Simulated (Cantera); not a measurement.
**C2H6 + NH3 + N2 (carbon deposition, reforming and gasification)**

A closed system holds: 1 mol C2H6, 0.018 mol NH3, 16 mol N2, held at 0.00690 bar.

Equilibrium computed with Cantera from the NASA thermochemical tables; the gas is ideal and each condensed phase is pure. Candidate condensed phases: C, C6H6, C7H8, C8H18; 92 gas species. The numbers say what is thermodynamically allowed, not how fast it happens.

```
T (K)  log p N2  log p H  log p H2  log p HCN  log p CN  log p HNC  log p C3  n C(graphite)
-----  --------  -------  --------  ---------  --------  ---------  --------  -------------
950       -2.24   -10.73     -2.96      -8.25      <-14     -11.25      <-14           2.00
1150      -2.24    -8.61     -2.96      -6.98      <-14      -9.39      <-14           2.00
1350      -2.24    -7.10     -2.96      -6.09    -12.85      -8.09      <-14           2.00
1550      -2.24    -5.98     -2.96      -5.43    -10.67      -7.13      <-14           1.99
1750      -2.24    -5.12     -2.96      -4.92     -8.99      -6.39    -13.62           1.97
1950      -2.24    -4.43     -2.97      -4.53     -7.66      -5.81    -11.11           1.91
2150      -2.24    -3.88     -3.01      -4.22     -6.58      -5.35     -9.07           1.81
2350      -2.25    -3.44     -3.08      -3.99     -5.69      -5.00     -7.38           1.65
2550      -2.27    -3.13     -3.24      -3.85     -4.94      -4.76     -5.97           1.44
2750      -2.29    -2.93     -3.52      -3.81     -4.31      -4.63     -4.77           1.04
```
log p: log10 of the partial pressure in bar; n: condensed amount in mol.

From 950 K to 2750 K the condensed part is C(graphite). The main C-bearing gas is CH4 at 950 K and HCN at 2750 K.
